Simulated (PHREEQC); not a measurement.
Make-up at 17 °C: 1.9e-06 mol Na2SiF6, 1.7e-06 mol Ba(OH)2 and 0.00099 mol SrCl2 per kg of water. Closed to the air; pH follows from the charge balance.

Model: ion-association model, wateq4f.dat, run in PHREEQC.

This is a speciation only: nothing precipitates in the calculation.

**Question.** What pH does the model give?

**Answer.** pH 5.41.

SiF6-2 is the database's only silicon fluoride.
